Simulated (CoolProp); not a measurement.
The numbers come from the reference Helmholtz-energy equation of state, Lemmon 2006 in CoolProp. It is a short technical equation, of lower accuracy than the large ones.

Q: Give the vapour pressure (kPa), vapour Z, surface tension (mN/m) of saturated carbon monoxide at 92, 105.1, 118.2 K.

A: 
```tsv
T (K)	p (kPa)	vapour Z	surface tension (mN/m)
92	286	0.914	7.34
105.1	779	0.826	4.71
118.2	1710	0.692	2.26
```

Surface tension comes from a separate correlation (Mulero 2012).
